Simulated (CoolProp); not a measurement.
Vapour-liquid equilibrium of ethylene (1) + n-butane (2) at 0.0973 MPa; x and y are mole fractions of (1).

Model: multi-fluid Helmholtz-energy mixture model, Smukala 2000 and Bücker 2006; pair parameters Bell 2016, in CoolProp.

| x | bubble temperature (°C) | y at the bubble point | dew temperature at overall composition x (°C) | liquid density (mol/L) |
|---|---|---|---|---|
| 0.05 | -42.1 | 0.847 | (withheld) | 11.31 |
| 0.2 | -73.5 | (withheld) | -7.3 | 12.68 |
| 0.35 | -83.2 | 0.993 | -12.4 | 13.82 |
| 0.5 | -89.9 | 0.997 | -18.4 | 15.06 |
| 0.65 | -95.4 | (withheld) | (withheld) | 16.45 |
| 0.8 | -100.0 | 1.000 | (withheld) | (withheld) |
| 0.95 | -103.5 | 1.000 | -59.8 | 19.69 |

**Question.** What belongs in the gaps?

**Answer.** 
- 0.05, dew temperature at overall composition x (°C): -2.9
- 0.2, y at the bubble point: 0.983
- 0.65, y at the bubble point: 0.999
- 0.65, dew temperature at overall composition x (°C): -26.1
- 0.8, dew temperature at overall composition x (°C): -37.1
- 0.8, liquid density (mol/L): 18.00

No azeotrope shows between x = 0.05 and 0.95.

Pair parameters are fitted to limited data, so mixtures are less certain than the pure fluids. The gap from Raoult's law changes sign with composition, which may be real or a fault of the pair parameters; it wasn't checked against measurements.
